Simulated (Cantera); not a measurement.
Feed: 1 mol SiC, 0.27 mol C, 8.5 mol N2, at 1823.15 K and 3.80e-5 bar.

Cantera equilibrium calculation (NASA polynomials, part measured and part estimated; ideal gas, pure solids and liquids). Candidate condensed phases: C, Si, SiC, Si3N4; 20 gas species. Equilibrium is a limit: real reactors are often held back by kinetics, nucleation or transport.

Base state: N2 0.997, Si 0.00312, SiC2 5.19e-5, Si2C 3.74e-5 (mole fractions); condensed: C(graphite) + SiC(s).

**Question.** What changes in the equilibrium state with this change: pressure from 3.80e-5 bar to 0.980 bar?

**Answer.** 
| species | before | after |
|---|---|---|
| N2 | 0.997 | 1.000 |
| Si | 0.00312 | 1.21e-7 |
| SiC2 | 5.19e-5 | 2.01e-9 |
| Si2C | 3.74e-5 | 1.45e-9 |
| C(graphite), mol | 0.296 | 0.270 |
| SiC(s), mol | 0.972 | 1.000 |

**Question.** What changes in the equilibrium state with this change: temperature from 1823.15 K to 2300 K?

**Answer.** 
```json
[
 {"species": "N2", "before": "0.997", "after": "0.892"},
 {"species": "Si", "before": "0.00312", "after": "0.0919"},
 {"species": "SiC2", "before": "5.19e-5", "after": "0.0127"},
 {"species": "C3", "before": "6.06e-9", "after": "0.000440"},
 {"species": "C2", "before": "<1e-9", "after": "3.91e-5"},
 {"species": "C(graphite), mol", "before": "0.296", "after": "0.986"},
 {"species": "SiC(s), mol", "before": "0.972", "after": "0"}
]
```
The tables' values for SiN are old estimates; treat these amounts as uncertain.

**Question.** What changes in the equilibrium state with this change: pressure from 3.80e-5 bar to 0.0133 bar?

**Answer.** 
```tsv
species	before	after
N2	0.997	1.000
Si	0.00312	8.88e-6
SiC2	5.19e-5	1.48e-7
Si2C	3.74e-5	1.07e-7
C(graphite), mol	0.296	0.270
SiC(s), mol	0.972	1.000
```
